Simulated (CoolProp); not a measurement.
Vapour-liquid equilibrium of acetone (1) + n-nonane (2) at 0.426 MPa; x and y are mole fractions of (1).

Computed with CoolProp (multi-fluid Helmholtz-energy mixture model, Lemmon 2006 and Lemmon 2006; pair parameters Bell 2016).

```tsv
x	bubble temperature, mixture model (K)	bubble temperature, Raoult's law (K)	y, mixture model	y, Raoult's law
0.05	463.8	471.4	0.374	0.315
0.15	430.2	447.7	0.722	0.635
0.25	412.4	431.3	0.835	0.784
0.35	402.8	419.0	0.882	0.864
0.45	397.0	409.4	0.907	0.912
0.55	393.0	401.6	0.924	0.943
0.65	389.7	395.1	0.938	0.964
0.75	386.6	389.5	0.952	0.978
0.85	383.5	384.7	0.968	0.989
0.95	380.2	380.4	0.988	0.997
```

The largest gap from Raoult's law is -18.9 K in bubble temperature, at x = 0.25. No azeotrope shows between x = 0.05 and 0.95.

Pair parameters are fitted to limited data, so mixtures are less certain than the pure fluids.
